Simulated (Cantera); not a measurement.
## Moist CO burnout

A perfectly stirred reactor is fed with CO : O₂ : H₂O : N₂ = 0.0096 : 0.023 : 0.0012 : 1 (molar parts), equivalence ratio 0.21, at 10.0 bar; it is held at 1125 K, and followed from long to short residence time.

Cantera simulation using GRI-Mech 3.0 (53 species, 325 reactions); the numbers are that mechanism's predictions, not measurements.

```json
[
 {"τ (s)": "9.3", "x CO": "0.000621", "x O₂": "0.0180", "x H₂O": "0.00117", "x N₂O": "1.82e-6", "x H": "7.75e-10", "x NO": "3.22e-8"},
 {"τ (s)": "2.5", "x CO": "0.00161", "x O₂": "0.0185", "x H₂O": "0.00116", "x N₂O": "2.16e-6", "x H": "2.12e-9", "x NO": "2.45e-8"},
 {"τ (s)": "0.66", "x CO": "0.00366", "x O₂": "0.0195", "x H₂O": "0.00116", "x N₂O": "1.60e-6", "x H": "4.97e-9", "x NO": "1.01e-8"},
 {"τ (s)": "0.17", "x CO": "0.00644", "x O₂": "0.0209", "x H₂O": "0.00116", "x N₂O": "7.25e-7", "x H": "8.49e-9", "x NO": "1.93e-9"},
 {"τ (s)": "0.046", "x CO": "0.00831", "x O₂": "0.0218", "x H₂O": "0.00116", "x N₂O": "2.35e-7", "x H": "9.97e-9", "x NO": "2.10e-10"},
 {"τ (s)": "0.012", "x CO": "0.00906", "x O₂": "0.0221", "x H₂O": "0.00116", "x N₂O": "5.64e-8", "x H": "8.50e-9", "x NO": "1.48e-11"},
 {"τ (s)": "0.0032", "x CO": "0.00927", "x O₂": "0.0222", "x H₂O": "0.00116", "x N₂O": "5.92e-9", "x H": "2.49e-9", "x NO": "<1e-12"}
]
```
x: mole fraction; the columns are a selection and need not sum to one.
